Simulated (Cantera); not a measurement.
An isothermal, constant-pressure homogeneous reactor starts with H2 : O2 : N2 = 1.5 : 1 : 2.1 (molar parts), at 925 K and 34000 Pa. Integrator tolerance rtol = 1e-08.

Model: the H2/O2 subset of GRI-Mech 3.0, which has no nitrogen chemistry, integrated in Cantera. Below about 950 K walls govern HO2 and H2O2 in real vessels. The temperature is held fixed by assumption; the heat of reaction is taken as removed at once.

```json
[
 {"quantity": "x(H2) at 3.00 s", "before": "0.0108 (gas-phase equilibrium 2.06e-11)", "after": "2.29e-7 (gas-phase equilibrium 2.29e-7)"},
 {"quantity": "x(O2) at 3.00 s", "before": "0.0699 (gas-phase equilibrium 0.0649)", "after": "0.0649 (gas-phase equilibrium 0.0649)"},
 {"quantity": "x(O) at 3.00 s", "before": "1.28e-7 (gas-phase equilibrium 5.89e-12)", "after": "7.78e-8 (gas-phase equilibrium 7.78e-8)"},
 {"quantity": "x(H2O2) at 3.00 s", "before": "0.000109 (gas-phase equilibrium 5.78e-11)", "after": "3.17e-9 (gas-phase equilibrium 3.17e-9)"},
 {"quantity": "x(HO2) at 3.00 s", "before": "2.31e-5 (gas-phase equilibrium 1.59e-10)", "after": "2.34e-8 (gas-phase equilibrium 2.34e-8)"},
 {"quantity": "x(OH) at 3.00 s", "before": "1.86e-7 (gas-phase equilibrium 4.56e-8)", "after": "2.03e-5 (gas-phase equilibrium 2.03e-5)"}
]
```

Problem. What was changed between the two runs?
A. O2 1 to 0.3 parts
B. temperature 925 to 1075 K
C. temperature 925 to 975 K
D. temperature 925 to 1300 K

Solution. D, temperature 925 to 1300 K
